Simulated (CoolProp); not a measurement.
Vapour-liquid equilibrium of R125 (1) + propane (2) at 310.9 K; x and y are mole fractions of (1).

Model: multi-fluid Helmholtz-energy mixture model, Lemmon 2005 and Lemmon 2009; pair parameters Bell 2016, in CoolProp.

| x | bubble pressure, mixture model (bar) | bubble pressure, Raoult's law (bar) | y, mixture model | y, Raoult's law |
|---|---|---|---|---|
| 0.05 | 14.84 | 13.30 | 0.134 | 0.072 |
| 0.15 | 17.56 | 13.90 | 0.296 | 0.205 |
| 0.25 | 19.36 | 14.50 | 0.394 | 0.328 |
| 0.35 | 20.57 | 15.11 | 0.465 | 0.441 |
| 0.45 | 21.38 | 15.71 | 0.527 | 0.545 |
| 0.55 | 21.87 | 16.31 | 0.586 | 0.641 |
| 0.65 | 22.05 | 16.91 | 0.650 | 0.731 |
| 0.75 | 21.85 | 17.52 | 0.723 | 0.815 |
| 0.85 | 21.20 | 18.12 | 0.811 | 0.892 |
| 0.95 | 19.94 | 18.72 | 0.926 | 0.965 |

The largest gap from Raoult's law is +36.1 % in bubble pressure, at x = 0.35. y crosses x between x = 0.65 and 0.75: the model has an azeotrope there.

The pair parameters rest on a limited set of measurements; away from them the model extrapolates.
